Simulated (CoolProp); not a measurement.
Values from CoolProp's reference Helmholtz-energy equation of state, Span 1996.

Question: For carbon dioxide, give the phase and the density (kg/m³), cv (kJ/(kg K)), conductivity (mW/(m K)), Prandtl number at -51.55 °C and 4.61 MPa; -51.55 °C and 9.22 MPa.

Answer: 
- -51.55 °C and 4.61 MPa: liquid; density 1170, cv 0.972, conductivity 174, Prandtl number 2.68
- -51.55 °C and 9.22 MPa: liquid; density 1180, cv 0.977, conductivity 178, Prandtl number 2.69

Viscosity comes from a separate model (Laesecke 2017). Thermal conductivity comes from a separate model (Huber 2016).
